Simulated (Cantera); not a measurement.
Feed: 1 mol SiCl4, 77 mol H2, held at 0.100 bar.

These are equilibrium values from Cantera (NASA tables, ideal gas, pure condensed phases), not measurements of a reactor. Candidate condensed phases: Si; 19 gas species. Kinetics and transport are ignored.

Over these rows the condensed part is Si(s). Partial pressures as log10 of bar:

```tsv
T (K)	1000/T (1/K)	log p SiCl4	log p H2	log p HCl
1148	0.8711	-3.51	-1.02	-2.58
1248	0.8013	-4.01	-1.02	-2.45
1348	0.7418	-4.71	-1.02	-2.41
1448	0.6906	-5.43	-1.02	-2.40
1548	0.6460	?	-1.02	-2.41
1648	0.6068	-6.66	-1.02	-2.41
```

**Question.** Fit log p(SiCl4) = a + b·(1000/T) to the five rows, give the apparent enthalpy, and predict the row at 1548 K.

**Answer.** Means: 1000/T = 0.7423, log p = -4.864. Sxy = 0.497324, Sxx = 0.0411038, so b = 12.10 and a = -4.864 − (12.10)×0.7423 = -13.85.
Apparent enthalpy: −19.145 × (12.10) = -232 kJ/mol. With the condensed phases at unit activity, Si(s) + 4 HCl(g) = SiCl4(g) + 2 H2(g) links this pressure to the main gases: over the six rows their terms move log p by +0.68 in all, so the slope isn't that reaction's ΔH° alone. The five rows lie within 0.20 of the line; that is curvature, so one enthalpy describes this range poorly.
Prediction at 1548 K: -13.85 + (12.10)×0.6460 = -6.03. The computed value is -6.08, 0.05 from the line.
